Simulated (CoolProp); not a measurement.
Vapour-liquid equilibrium of n-hexane (1) + toluene (2) at 11.9 kPa; x and y are mole fractions of (1).

Values from CoolProp's multi-fluid Helmholtz-energy mixture model, Thol 2019 and Lemmon 2006; pair parameters Bell 2016.

| x | bubble temperature, mixture model (°C) | bubble temperature, Raoult's law (°C) | y, mixture model | y, Raoult's law |
|---|---|---|---|---|
| 0.05 | 43.1 | 45.5 | 0.271 | 0.193 |
| 0.15 | 35.0 | 39.2 | 0.546 | 0.456 |
| 0.25 | 29.8 | 34.2 | 0.681 | 0.622 |
| 0.35 | 26.2 | 30.0 | 0.762 | 0.733 |
| 0.45 | 23.4 | 26.4 | 0.818 | 0.811 |
| 0.55 | 21.1 | 23.4 | 0.860 | 0.868 |
| 0.65 | 19.2 | 20.7 | 0.896 | 0.911 |
| 0.75 | 17.4 | 18.3 | 0.928 | 0.944 |
| 0.85 | 15.7 | 16.2 | 0.957 | 0.970 |
| 0.95 | 14.2 | 14.3 | 0.986 | 0.991 |

The largest gap from Raoult's law is -4.4 K in bubble temperature, at x = 0.25. No azeotrope shows between x = 0.05 and 0.95.

The pair parameters rest on a limited set of measurements; away from them the model extrapolates.
